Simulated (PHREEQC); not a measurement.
Consider water at 20 °C with 0.023 mol/kgw Cu(NO3)2, 0.00021 mol/kgw H2SO4 and 6.6e-05 mol/kgw Na2SO4. Closed to the air; pH follows from the charge balance.

Model: ion-association model, wateq4f.dat, run in PHREEQC.

```csv
quantity,before,after
pH,3.45,3.74
SO4-2 (mol/kgw),0.000149,8.53e-5
CuSO4 (mol/kgw),0.000124,5.19e-5
HSO4- (mol/kgw),2.41e-6,8.26e-7
CuOH+ (mol/kgw),3.64e-7,3.96e-7
Cu2(OH)2+2 (mol/kgw),5.30e-8,5.78e-8
SI of Tenorite (CuO),-2.90,-2.55
SI of Chalcanthite (CuSO4:5H2O),-3.54,-3.92
```

Task: Name the change that produced these shifts.
A) diluted 2-fold with water
B) diluted 10-fold with water
C) Cu(NO3)2 from 0.023 to 0.0207 mol/kgw
D) H2SO4 left out

Result: A, diluted 2-fold with water

Precipitation was switched off in this run.
